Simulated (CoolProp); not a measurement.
n-decane along the isobar 2.74 MPa: Z from the reference equation and from simpler models built on Tc = 617.7 K, pc = 2.101 MPa, ω = 0.488; each cubic takes its own stable root.

Model: reference Helmholtz-energy equation of state, Lemmon 2006, in CoolProp. It is a short technical equation, of lower accuracy than the large ones.

```tsv
T (K)	phase	reference
292.6	liquid	0.2187
318.1	liquid	0.2066
343.6	liquid	0.1967
369	liquid	0.1885
394.5	liquid	0.1818
420	liquid	0.1763
445.5	liquid	0.1721
470.9	liquid	0.1691
496.4	liquid	0.1674
521.9	liquid	0.1671
```

Problem. How far does each simpler model (van der Waals, Redlich-Kwong, Peng-Robinson) lie from the reference over these 10 states: mean and median of the absolute difference, and the worst?

Solution. 
- van der Waals: mean 81.0 %, median 80.9 %, worst +86.3 % at 292.6 K and 2.74 MPa
- Redlich-Kwong: mean 26.3 %, median 26.0 %, worst +28.4 % at 521.9 K and 2.74 MPa
- Peng-Robinson: mean 5.9 %, median 5.5 %, worst +8.6 % at 292.6 K and 2.74 MPa
